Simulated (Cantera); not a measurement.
Input: 1 mol Ti, 0.13 mol CH4, 150 mol H2, at 1450 °C.

Cantera equilibrium calculation (NASA polynomials, part measured and part estimated; ideal gas, pure solids and liquids). Candidate condensed phases: C, C6H6, C7H8, C8H18, Ti, TiC; 77 gas species. Mutual solubility and eutectic melting of coexisting phases are not modelled. TiC: taken at fixed stoichiometry. Condensed phases not in the tables: N, O or C dissolved in the metal. Kinetics and transport are ignored.

x: gas mole fraction; n: condensed amount in mol.

| P (Pa) | x H2 | x H | x Ti | x CH4 | n Ti(β) | n TiC(s) |
|---|---|---|---|---|---|---|
| 10 | 0.981 | 0.0181 | ___ | 1.15e-12 | 0.680 | 0.130 |
| 28 | 0.989 | 0.0108 | ___ | 3.28e-12 | 0.802 | 0.130 |
| 77 | 0.993 | 0.00655 | ___ | 9.11e-12 | 0.845 | 0.130 |
| 220 | 0.996 | 0.00388 | ___ | 2.62e-11 | 0.861 | 0.130 |
| 600 | 0.998 | 0.00235 | ___ | 7.16e-11 | 0.867 | 0.130 |
| 1700 | 0.999 | 0.00140 | ___ | 2.03e-10 | 0.869 | 0.130 |
| 4600 | 0.999 | 0.000850 | ___ | 5.50e-10 | 0.870 | 0.130 |
| 13000 | 0.999 | 0.000506 | ___ | 1.56e-9 | 0.870 | 0.130 |
| 36000 | 1.000 | 0.000304 | ___ | 4.31e-9 | 0.870 | 0.130 |
| 100000 | 1.000 | 0.000182 | ___ | 1.20e-8 | 0.870 | 0.130 |

### Question
What belongs in the gaps?

### Answer

- 10, x Ti: 0.00125
- 28, x Ti: 0.000447
- 77, x Ti: 0.000163
- 220, x Ti: 5.69e-5
- 600, x Ti: 2.09e-5
- 1700, x Ti: 7.37e-6
- 4600, x Ti: 2.72e-6
- 13000, x Ti: 9.64e-7
- 36000, x Ti: 3.48e-7
- 100000, x Ti: 1.25e-7
